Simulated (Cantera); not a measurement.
A Cantera script and what it prints.

```python
import numpy as np
import cantera as ct

gas_names = """
    O2 Ca
""".split()
cond_names = """
    CaO(s) CaO(L)
""".split()


# ... load() reads the species with a 1 bar reference pressure and builds the phases ...
species = {s.name: s for s in load("nasa_gas.yaml", gas_names) + load("nasa_condensed.yaml", cond_names)}
# Each term lists the table entries of one substance; the one whose range holds T is used.
reactions = {
    '2 CaO = O2(g) + 2 Ca(g)':
        [(-2, ['CaO(s)', 'CaO(L)']), (1, ['O2']), (2, ['Ca'])],
}


def pick(names, T):
    return next(species[n] for n in names if species[n].thermo.min_temp <= T <= species[n].thermo.max_temp)


results = []
for label, terms in reactions.items():
    print(label)
    print("     T/K   dH/kJ  dS/(J/K)   dG/kJ   log10 K")
    for T in [648, 848, 1048, 1248, 1448, 1648, 1848]:
        used = [(nu, pick(names, T)) for nu, names in terms]
        dH = sum(nu * s.thermo.h(T) for nu, s in used) / 1e6
        dS = sum(nu * s.thermo.s(T) for nu, s in used) / 1e3
        dG = dH - T * dS / 1e3
        logK = -dG * 1e6 / (ct.gas_constant * T * np.log(10))
        results.append((label, T, dH, dS, dG, logK, [s.name for _, s in used]))
        print(f"{T:8g} {dH:8.1f} {dS:8.1f} {dG:8.1f} {logK:8.2f}")
```

It prints:

```
2 CaO = O2(g) + 2 Ca(g)
     T/K   dH/kJ  dS/(J/K)   dG/kJ   log10 K
     648   1617.6    421.1   1344.8  -108.40
     848   1611.8    413.3   1261.4   -77.70
    1048   1605.7    406.8   1179.4   -58.78
    1248   1599.3    401.2   1098.6   -45.98
    1448   1592.6    396.2   1018.9   -36.75
    1648   1585.6    391.7    940.1   -29.80
    1848   1578.4    387.6    862.1   -24.37
```

Standard-state values (1 bar) from the NASA 1993 polynomials, evaluated with Cantera. Condensed species are held in their standard states even where they would react or evaporate.
